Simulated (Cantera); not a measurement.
A Cantera script and its output.

```python
import numpy as np
import cantera as ct

gas = ct.Solution("gri30.yaml")
gas.TPX = 1348, 26000, {'CH3OH': 1, 'O2': 1.55, 'N2': 5.81, 'CO2': 0.045}
reactor = ct.IdealGasReactor(gas, energy="on", clone=False)
net = ct.ReactorNet([reactor])
net.rtol, net.atol = 1e-08, 1e-16
show = ['CH3OH', 'O2', 'C2H', 'O', 'CH2CO']
times = np.geomspace(6e-06, 0.2, 14)

steps = ct.SolutionArray(gas, extra=["t"])
rows = []
print(f"{'t/s':>10s}{'T/K':>9s}{'P/Pa':>11s}" + "".join(f"{s:>11s}" for s in show))
for t in times:
    while net.time < t:
        t_next = net.step()
        steps.append(gas.state, t=t_next)
    rows.append([np.interp(t, steps.t, y) for y in (steps.T, steps.P, *steps(*show).X.T)])
    print(f"{t:10.3e}{rows[-1][0]:9.1f}{rows[-1][1]:11.4g}" + "".join(f"{x:11.3e}" for x in rows[-1][2:]))
rate = np.gradient(steps.T, steps.t)
print("integrator steps:", len(steps.t))
if steps.T.max() > steps.T[0] + 200:
    print(f"time of steepest temperature rise: {steps.t[rate.argmax()]:.4e} s")
gas.TPX = 1348, 26000, {'CH3OH': 1, 'O2': 1.55, 'N2': 5.81, 'CO2': 0.045}
gas.equilibrate("UV")
print(f"equilibrium (UV): T = {gas.T:.1f} K  " + "  ".join(f"{s} {gas[s].X[0]:.3e}" for s in show))
```

Result:

```
       t/s      T/K       P/Pa      CH3OH         O2        C2H          O      CH2CO
 6.000e-06   1348.0    2.6e+04  1.190e-01  1.844e-01  9.655e-24  1.760e-09  5.944e-17
 1.337e-05   1348.0    2.6e+04  1.190e-01  1.844e-01  2.310e-23  1.792e-09  2.953e-16
 2.978e-05   1348.0    2.6e+04  1.190e-01  1.844e-01  5.355e-23  1.846e-09  1.473e-15
 6.636e-05   1348.0    2.6e+04  1.190e-01  1.844e-01  1.246e-22  1.940e-09  7.425e-15
 1.478e-04   1348.0    2.6e+04  1.189e-01  1.844e-01  3.069e-22  2.077e-09  3.821e-14
 3.294e-04   1348.0    2.6e+04  1.189e-01  1.844e-01  9.662e-22  2.313e-09  2.012e-13
 7.339e-04   1348.1  2.601e+04  1.188e-01  1.843e-01  5.715e-21  3.214e-09  1.111e-12
 1.635e-03   1349.1  2.604e+04  1.181e-01  1.839e-01  7.440e-20  8.091e-09  8.262e-12
 3.643e-03   1441.5   2.84e+04  8.997e-02  1.667e-01  2.420e-16  6.743e-07  5.724e-09
 8.117e-03   2713.1  5.861e+04  8.050e-17  2.882e-02  7.561e-20  8.520e-03  1.218e-17
 1.808e-02   2710.3  5.854e+04  8.154e-17  2.795e-02  7.506e-20  8.288e-03  1.228e-17
 4.029e-02   2710.2  5.854e+04  8.155e-17  2.794e-02  7.506e-20  8.285e-03  1.228e-17
 8.977e-02   2710.2  5.854e+04  8.155e-17  2.794e-02  7.506e-20  8.285e-03  1.228e-17
 2.000e-01   2710.2  5.854e+04  8.155e-17  2.794e-02  7.506e-20  8.285e-03  1.228e-17
integrator steps: 1863
time of steepest temperature rise: 3.8402e-03 s
equilibrium (UV): T = 2710.2 K  CH3OH 8.508e-17  O2 2.794e-02  C2H 7.964e-20  O 8.285e-03  CH2CO 1.345e-17
```

Computed with Cantera and GRI-Mech 3.0 (53 species, 325 reactions). GRI-Mech 3.0 was tuned for natural gas; its chemistry of methanol as a main component is partial and can be far from experiment.
